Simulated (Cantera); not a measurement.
Input (Python, Cantera):

```python
import numpy as np
import cantera as ct

gas = ct.Solution("gri30.yaml")
gas.TPX = 1500, 50000, {'CO': 0.0027, 'O2': 0.0036, 'H2O': 0.029, 'N2': 1}
reactor = ct.IdealGasConstPressureReactor(gas, energy="off", clone=False)
net = ct.ReactorNet([reactor])
net.rtol, net.atol = 1e-08, 1e-18
show = ['CO', 'O2', 'H2O', 'O', 'H']
times = np.geomspace(6e-05, 30, 11)

steps = ct.SolutionArray(gas, extra=["t"])
rows = []
print(f"{'t/s':>10s}{'T/K':>9s}{'P/Pa':>11s}" + "".join(f"{s:>11s}" for s in show))
for t in times:
    while net.time < t:
        t_next = net.step()
        steps.append(gas.state, t=t_next)
    rows.append([np.interp(t, steps.t, y) for y in (steps.T, steps.P, *steps(*show).X.T)])
    print(f"{t:10.3e}{rows[-1][0]:9.1f}{rows[-1][1]:11.4g}" + "".join(f"{x:11.3e}" for x in rows[-1][2:]))
rate = np.gradient(steps.T, steps.t)
print("integrator steps:", len(steps.t))
if steps.T.max() > steps.T[0] + 200:
    print(f"time of steepest temperature rise: {steps.t[rate.argmax()]:.4e} s")
gas.TPX = 1500, 50000, {'CO': 0.0027, 'O2': 0.0036, 'H2O': 0.029, 'N2': 1}
gas.equilibrate("TP")
print(f"equilibrium (TP): T = {gas.T:.1f} K  " + "  ".join(f"{s} {gas[s].X[0]:.3e}" for s in show))
```

Output:

```
       t/s      T/K       P/Pa         CO         O2        H2O          O          H
 6.000e-05   1500.0      5e+04  2.608e-03  3.477e-03  2.801e-02  4.435e-10  7.962e-11
 2.229e-04   1500.0      5e+04  2.608e-03  3.477e-03  2.801e-02  1.127e-09  7.506e-10
 8.278e-04   1500.0      5e+04  2.608e-03  3.477e-03  2.801e-02  5.820e-09  7.688e-09
 3.075e-03   1500.0      5e+04  2.596e-03  3.473e-03  2.800e-02  6.776e-07  9.733e-07
 1.142e-02   1500.0      5e+04  2.354e-04  2.548e-03  2.704e-02  1.325e-04  2.937e-04
 4.243e-02   1500.0      5e+04  4.137e-05  2.228e-03  2.780e-02  2.507e-05  2.811e-05
 1.576e-01   1500.0      5e+04  5.810e-06  2.174e-03  2.800e-02  3.531e-06  1.527e-06
 5.854e-01   1500.0      5e+04  9.812e-07  2.172e-03  2.803e-02  6.402e-07  1.172e-07
 2.174e+00   1500.0      5e+04  4.082e-07  2.173e-03  2.804e-02  2.805e-07  3.396e-08
 8.077e+00   1500.0      5e+04  3.902e-07  2.173e-03  2.804e-02  2.690e-07  3.190e-08
 3.000e+01   1500.0      5e+04  3.902e-07  2.173e-03  2.804e-02  2.690e-07  3.190e-08
integrator steps: 1320
equilibrium (TP): T = 1500.0 K  CO 3.964e-07  O2 2.105e-03  H2O 2.804e-02  O 2.648e-07  H 3.216e-08
```

Model: GRI-Mech 3.0 (53 species, 325 reactions), integrated in Cantera.
